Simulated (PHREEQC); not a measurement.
Make-up at 25 °C and 50 atm: 0.04 mol FeCl3, 0.0022 mol CaCl2, 0.0003 mol NaHCO3 and 0.00098 mol Na2SO4 per kg of water. Closed to the air; pH follows from the charge balance.

Model: ion-association model, phreeqc.dat, run in PHREEQC.

Precipitation was switched off in this run.

### Question
Order these Cl species by the share of Cl that they hold, largest first: FeCl+2, FeCl2+, Cl-.

### Answer
Cl- (86 %), FeCl+2 (10 %), FeCl2+ (3.1 %)

The pH is 2.02 and the ionic strength 0.188 mol/kgw. The solution is supersaturated, for example in Hematite (slow to form), Goethite (slow to form), so a real one may precipitate; this is no full list. Under pressure, the constants of complexes without a molar volume in the database are unreliable.
